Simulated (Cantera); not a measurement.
Charge: 1 mol Al2O3, 2.7 mol HCl, 9.1 mol O2, equilibrated at 1573.15 K and 77.0 Pa.

Cantera equilibrium calculation (NASA polynomials, part measured and part estimated; ideal gas, pure solids and liquids). Candidate condensed phases: Al, AlCl3, Al2O3, H2O; 29 gas species. Equilibrium is a limit: real reactors are often held back by kinetics, nucleation or transport.

Base state: O2 0.740, HCl 0.155, Cl 0.0687, H2O 0.0344, OH 0.000693, Cl2 0.000416, O 0.000324, ClO 3.69e-5 (mole fractions); condensed: Al2O3(s).

Question: What changes in the equilibrium state with this change: 0.58 mol NH3 added?

Answer: 
```csv
species,before,after
O2,0.740,0.672
HCl,0.155,0.168
H2O,0.0344,0.0906
Cl,0.0687,0.0447
N2,0,0.0226
NO,0,0.000522
H2,6.94e-6,1.92e-5
Cl2,0.000416,0.000177
ClO,3.69e-5,2.29e-5
OH,0.000693,0.00110
"Al2O3(s), mol",1.000,1.00
```
Further candidate phases: AlN, NH4Cl.

Question: What changes in the equilibrium state with this change: temperature from 1573.15 K to 1198.15 K?

Answer: 
```tsv
species	before	after
O2	0.740	0.764
HCl	0.155	0.200
H2O	0.0344	0.0142
Cl	0.0687	0.0141
O	0.000324	7.59e-7
OH	0.000693	9.12e-6
Cl2	0.000416	0.00714
ClO	3.69e-5	1.35e-5
Al2O3(s), mol	1.000	1.00
```
